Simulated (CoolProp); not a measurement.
Computed with CoolProp (reference Helmholtz-energy equation of state, Lemmon 2006). It is a short technical equation, of lower accuracy than the large ones.

Q: For C3F8 (R218), give the phase and the cp (kJ/(kg K)), Joule-Thomson coefficient (K/MPa), Prandtl number at 283.9 K and 0.0189 MPa.

A: 
- 283.9 K and 0.0189 MPa: gas; cp 0.766, Joule-Thomson coefficient 14.6, Prandtl number 0.794

Viscosity comes from a separate model (Huber 2003), an estimate that may be off by 10 % or more. Thermal conductivity comes from a separate model (Huber 2003), an estimate that may be off by 10 % or more.
